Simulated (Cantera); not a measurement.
Reactions in the system C-H-O

Cantera with NASA thermochemical tables; ideal gases at 1 bar, condensed phases pure. Values are per mole of reaction as written; species without (g) are pure solids or liquids, kept so even where they would boil at 1 bar.

2 C6H6(g) + 6 CH3OH(g) ⇌ 9 C2H4(g) + 3 O2(g)

```tsv
T (K)	ΔH° (kJ)	ΔS° (J/K)	ΔG° (kJ)	log10 K
475	1518.4	628.4	1219.9	-134.15
675	1521.0	633.3	1093.6	-84.63
875	1520.9	633.1	966.9	-57.72
1075	1519.2	631.5	840.4	-40.84
1275	1516.8	629.4	714.3	-29.26
1475	1513.9	627.3	588.7	-20.85
1675	1510.6	625.2	463.4	-14.45
1875	1507.1	623.2	338.6	-9.43
2075	1503.4	621.3	214.1	-5.39
2275	1499.7	619.6	90.1	-2.07
2475	1496.0	618.1	-33.7	0.71
```

CH3(g) + OH(g) ⇌ 4 H(g) + CO(g)

```tsv
T (K)	ΔH° (kJ)	ΔS° (J/K)	ΔG° (kJ)	log10 K
475	582.6	298.2	440.9	-48.48
675	589.9	311.1	379.9	-29.40
875	596.2	319.4	316.8	-18.91
1075	601.7	325.1	252.3	-12.26
1275	606.3	329.0	186.8	-7.65
1475	610.2	331.8	120.8	-4.28
1675	613.4	333.9	54.2	-1.69
1875	616.1	335.4	-12.8	0.36
2075	618.4	336.6	-80.0	2.01
2275	620.4	337.5	-147.4	3.38
2475	622.0	338.2	-214.9	4.54
```
